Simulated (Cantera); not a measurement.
An isothermal, constant-pressure homogeneous reactor starts with N₂O : H₂O = 1 : 0.011 (molar parts), at 1598 K and 57.0 Torr. Integrator tolerance rtol = 1e-08.

Cantera simulation using GRI-Mech 3.0 (53 species, 325 reactions); the numbers are that mechanism's predictions, not measurements. GRI-Mech 3.0 was tuned for natural gas; its chemistry of N2O as a main component is partial and can be far from experiment. The temperature is held fixed by assumption; the heat of reaction is taken as removed at once.

What does this change do: temperature 1598 to 1000 K?


```
quantity                                              before                                     after
-----------------  -----------------------------------------  ----------------------------------------
x(N₂O) at 3.00 s     8.35e-6 (gas-phase equilibrium 3.33e-8)    0.987 (gas-phase equilibrium 7.51e-10)
x(H₂O) at 3.00 s     0.00723 (gas-phase equilibrium 0.00723)    0.0109 (gas-phase equilibrium 0.00728)
x(H₂O₂) at 3.00 s  3.52e-10 (gas-phase equilibrium 4.06e-10)  4.02e-9 (gas-phase equilibrium 3.25e-12)
x(NO₂) at 3.00 s    0.000204 (gas-phase equilibrium 3.08e-6)   2.41e-5 (gas-phase equilibrium 6.72e-7)
x(O) at 3.00 s       2.58e-5 (gas-phase equilibrium 2.97e-5)  4.32e-8 (gas-phase equilibrium 3.30e-10)
x(H₂) at 3.00 s      3.48e-7 (gas-phase equilibrium 2.98e-7)  1.07e-9 (gas-phase equilibrium 4.04e-12)
```
The mechanism lacks the step 2 NO + O2 → 2 NO2, which can matter for NO2 below about 1400 K.

What does this change do: temperature 1598 to 1250 K?


| quantity | before | after |
|---|---|---|
| x(N₂O) at 3.00 s | 8.35e-6 (gas-phase equilibrium 3.33e-8) | 0.597 (gas-phase equilibrium 5.61e-9) |
| x(H₂O) at 3.00 s | 0.00723 (gas-phase equilibrium 0.00723) | 0.00944 (gas-phase equilibrium 0.00728) |
| x(H₂O₂) at 3.00 s | 3.52e-10 (gas-phase equilibrium 4.06e-10) | 1.12e-9 (gas-phase equilibrium 4.25e-11) |
| x(NO₂) at 3.00 s | 0.000204 (gas-phase equilibrium 3.08e-6) | 0.000308 (gas-phase equilibrium 1.51e-6) |
| x(O) at 3.00 s | 2.58e-5 (gas-phase equilibrium 2.97e-5) | 3.56e-6 (gas-phase equilibrium 1.45e-7) |
| x(H₂) at 3.00 s | 3.48e-7 (gas-phase equilibrium 2.98e-7) | 2.26e-8 (gas-phase equilibrium 1.59e-9) |
The mechanism lacks the step 2 NO + O2 → 2 NO2, which can matter for NO2 below about 1400 K.
